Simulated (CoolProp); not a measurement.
Vapour-liquid equilibrium of n-octane (1) + ethylbenzene (2) at 8.42 kPa; x and y are mole fractions of (1).

The numbers come from the multi-fluid Helmholtz-energy mixture model, Beckmüller 2019 and Zhou 2012; pair parameters Bell 2016 in CoolProp.

```
x     bubble temperature, mixture model (K)  bubble temperature, Raoult's law (K)  y, mixture model  y, Raoult's law
----  -------------------------------------  ------------------------------------  ----------------  ---------------
0.05                                  335.1                                 335.6             0.090            0.069
0.2                                   332.7                                 334.3             0.300            0.261
0.35                                  331.1                                 333.0             0.456            0.433
0.5                                   329.9                                 331.8             0.586            0.587
0.65                                  329.1                                 330.6             0.705            0.725
0.8                                   328.5                                 329.5             0.824            0.851
0.95                                  328.2                                 328.5             0.953            0.964
```

The largest gap from Raoult's law is -1.9 K in bubble temperature, at x = 0.35. No azeotrope shows between x = 0.05 and 0.95.

The pair parameters rest on a limited set of measurements; away from them the model extrapolates.
